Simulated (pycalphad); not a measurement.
## Phase fractions of Al-0.6385Si-20.46Mg (wt.%)

CALPHAD calculation (pycalphad, COST 507 light-alloy database (1999)), 1 atm. The database dates from 1999; later assessments differ in places, in temperatures and in the compounds included. Amounts are mole fractions of atoms. Diffusion is slow at the low end, where real alloys seldom reach equilibrium.

```tsv
T (K)	liquid	fcc	MG2SI	ALMG_BETA
825	1.000	-	-	-
775	0.567	0.419	0.014	-
725	[?]	[?]	[?]	-
675	-	0.668	0.018	0.314
625	-	0.599	0.018	0.383
575	-	0.550	0.018	0.432
525	-	0.515	0.018	0.467
475	-	[?]	0.018	[?]
425	-	0.471	0.018	0.511
375	-	0.459	0.018	0.523
```

Complete the blanks.


- 725, liquid: 0.254
- 725, fcc: 0.729
- 725, MG2SI: 0.017
- 475, fcc: 0.490
- 475, ALMG_BETA: 0.492

Database names, with the compositions (at.%) that they take in these runs: MG2SI: Mg 67 Si 33; ALMG_BETA: Al 61 Mg 39.
